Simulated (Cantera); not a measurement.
Input (Python, Cantera) and output of one run.

```python
import numpy as np
import cantera as ct

gas_names = """
    CL CL2 H HCL H2 Si SiCL SiCL2 SiCL3 SiCL4 SiH SiHCL3 SiH2 SiH2CL2 SiH3 SiH3CL SiH4 Si2 Si3
""".split()
cond_names = """
    Si(cr) Si(L)
""".split()


# ... load() reads the species with a 1 bar reference pressure and builds the phases ...
atoms = {
    'Si': {'Si': 1},
    'HCl': {'H': 1, 'CL': 1},
    'H2': {'H': 2},
}
top_T = {}  # K; cautious upper limits of use, not melting points


# ... equilibrate(T, P, feed) seeds the gas with the atoms and calls Mixture.equilibrate('TP', solver="vcs", rtol=1e-11, max_steps=5000) ...
results = []
feed = {'Si': 1, 'HCl': 0.72, 'H2': 1.8}  # mol
T = 775  # K
P = 10000  # Pa
mix = equilibrate(T, P, feed)
results.append((T, P, feed, dict(zip(mix.species_names, mix.species_moles))))
print(gas.report(threshold=0.001))
for i in range(1, mix.n_phases):
    print(f"{mix.phase(i).name:16s} {mix.phase_moles(i):12.5e} mol")
```

Output:

```
       temperature   775 K
          pressure   10000 Pa
           density   0.023553 kg/m^3
  mean mol. weight   15.177 kg/kmol
   phase of matter   gas

                          1 kg             1 kmol
                     ---------------   ---------------
          enthalpy       -2.2729e+06       -3.4495e+07  J
   internal energy       -2.6975e+06       -4.0939e+07  J
           entropy             13326        2.0225e+05  J/K
    Gibbs function       -1.2601e+07       -1.9124e+08  J
 heat capacity c_p            2344.6             35583  J/K
 heat capacity c_v            1796.7             27269  J/K

                      mass frac. Y      mole frac. X     chem. pot. / RT
                     ---------------   ---------------   ---------------
               HCL         0.0036428         0.0015164           -46.795
                H2           0.12159           0.91535           -19.302
             SiCL4           0.66327          0.059254           -151.75
            SiHCL3           0.20655          0.023144           -124.26
     [  +15 minor]         0.0049552        0.00073586

Si(cr)            8.06580e-01 mol
```

These are equilibrium values from Cantera (NASA tables, ideal gas, pure condensed phases), not measurements of a reactor. The tables' values for SiCl3 are old estimates; treat these amounts as uncertain.
